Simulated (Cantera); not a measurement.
An isothermal, constant-pressure homogeneous reactor starts with C₂H₆ : N₂ = 1 : 9.5 (molar parts), at 1450 K and 12.8 Torr.

Model: GRI-Mech 3.0 (53 species, 325 reactions), integrated in Cantera. GRI-Mech 3.0 stops at C3 and has no aromatics, soot or wall deposition, so with more carbon than oxygen in the feed, carbon stays in small species such as C2H2 where larger ones or solid carbon would form. Radical loss at walls, strong at low pressure, is not modelled.

x: mole fraction; the columns are a selection and need not sum to one.

| t (s) | x C₂H₆ | x H₂ | x CH₃ | x C₂H₂ | x H |
|---|---|---|---|---|---|
| 0.000200 | 0.0945 | 6.50e-5 | 0.00107 | 6.40e-9 | 8.70e-6 |
| 0.000843 | 0.0882 | 0.00318 | 0.00361 | 1.54e-5 | 7.56e-5 |
| 0.00356 | 0.0480 | 0.0300 | 0.00574 | 0.00232 | 0.000166 |
| 0.0150 | 0.00278 | 0.0759 | 0.00146 | 0.0250 | 0.000159 |
| 0.0632 | 5.53e-5 | 0.0985 | 0.000233 | 0.0465 | 3.67e-5 |
| 0.267 | 5.33e-6 | 0.110 | 7.37e-5 | 0.0581 | 1.29e-5 |
| 1.12 | 3.60e-6 | 0.118 | 6.27e-5 | 0.0659 | 1.19e-5 |
| 4.74 | 3.62e-6 | 0.121 | 6.40e-5 | 0.0677 | ___ |
| 20.0 | ___ | 0.130 | ___ | 0.0704 | ___ |

Q: What belongs in the gaps?

A: 
- 4.74, x H: 1.33e-5
- 20.0, x C₂H₆: 2.37e-6
- 20.0, x CH₃: 5.28e-5
- 20.0, x H: 1.52e-5
